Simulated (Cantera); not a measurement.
Input: 1 mol Si, a varied amount of Br2, held at 1.20 Pa.

Cantera equilibrium calculation (NASA polynomials, part measured and part estimated; ideal gas, pure solids and liquids). Candidate condensed phases: Br2, Si; 9 gas species. The tables' values for SiBr3 are old estimates. The numbers say what is thermodynamically allowed, not how fast it happens.

Question: What condenses at these points (T in K, n(Br2) in mol): (900, 3.4); (1150, 1.9); (1300, 6.1); (950, 0.79); (1000, 2.5)?

Answer: 
```
T (K)  n(Br2) in mol  condensed phases  Si condensed (%)
-----  -------------  ----------------  ----------------
900              3.4          gas only               0.0
1150             1.9          gas only               0.0
1300             6.1          gas only               0.0
950             0.79                Si              56.5
1000             2.5          gas only               0.0
```
